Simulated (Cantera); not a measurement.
Cantera run, input and output.

```python
import numpy as np
import cantera as ct

gas = ct.Solution("gri30.yaml")
gas.TPX = 2075, 68000, {'NO': 1, 'N2': 4.3}
reactor = ct.IdealGasConstPressureReactor(gas, energy="off", clone=False)
net = ct.ReactorNet([reactor])
net.rtol, net.atol = 1e-08, 1e-18
show = ['NO', 'O2', 'N2O', 'O', 'N2']
times = np.geomspace(0.0002, 50, 10)

steps = ct.SolutionArray(gas, extra=["t"])
rows = []
print(f"{'t/s':>10s}{'T/K':>9s}{'P/Pa':>11s}" + "".join(f"{s:>11s}" for s in show))
for t in times:
    while net.time < t:
        t_next = net.step()
        steps.append(gas.state, t=t_next)
    rows.append([np.interp(t, steps.t, y) for y in (steps.T, steps.P, *steps(*show).X.T)])
    print(f"{t:10.3e}{rows[-1][0]:9.1f}{rows[-1][1]:11.4g}" + "".join(f"{x:11.3e}" for x in rows[-1][2:]))
rate = np.gradient(steps.T, steps.t)
print("integrator steps:", len(steps.t))
if steps.T.max() > steps.T[0] + 200:
    print(f"time of steepest temperature rise: {steps.t[rate.argmax()]:.4e} s")
gas.TPX = 2075, 68000, {'NO': 1, 'N2': 4.3}
gas.equilibrate("TP")
print(f"equilibrium (TP): T = {gas.T:.1f} K  " + "  ".join(f"{s} {gas[s].X[0]:.3e}" for s in show))
```

Result:

```
       t/s      T/K       P/Pa         NO         O2        N2O          O         N2
 2.000e-04   2075.0    6.8e+04  1.887e-01  2.705e-07  7.379e-06  9.186e-06  8.113e-01
 7.958e-04   2075.0    6.8e+04  1.886e-01  6.724e-06  1.568e-05  4.150e-05  8.113e-01
 3.166e-03   2075.0    6.8e+04  1.882e-01  1.332e-04  1.747e-05  9.091e-05  8.115e-01
 1.260e-02   2075.0    6.8e+04  1.869e-01  8.119e-04  1.717e-05  9.973e-05  8.122e-01
 5.013e-02   2075.0    6.8e+04  1.813e-01  3.595e-03  1.606e-05  1.243e-04  8.150e-01
 1.995e-01   2075.0    6.8e+04  1.582e-01  1.507e-02  1.205e-05  1.946e-04  8.265e-01
 7.937e-01   2075.0    6.8e+04  8.423e-02  5.199e-02  3.479e-06  3.306e-04  8.634e-01
 3.158e+00   2075.0    6.8e+04  1.253e-02  8.783e-02  3.710e-07  4.219e-04  8.992e-01
 1.257e+01   2075.0    6.8e+04  6.601e-03  9.080e-02  3.257e-07  4.284e-04  9.022e-01
 5.000e+01   2075.0    6.8e+04  6.599e-03  9.080e-02  3.257e-07  4.284e-04  9.022e-01
integrator steps: 1004
equilibrium (TP): T = 2075.0 K  NO 6.599e-03  O2 9.080e-02  N2O 3.257e-07  O 4.284e-04  N2 9.022e-01
```

Cantera simulation using GRI-Mech 3.0 (53 species, 325 reactions); the numbers are that mechanism's predictions, not measurements.
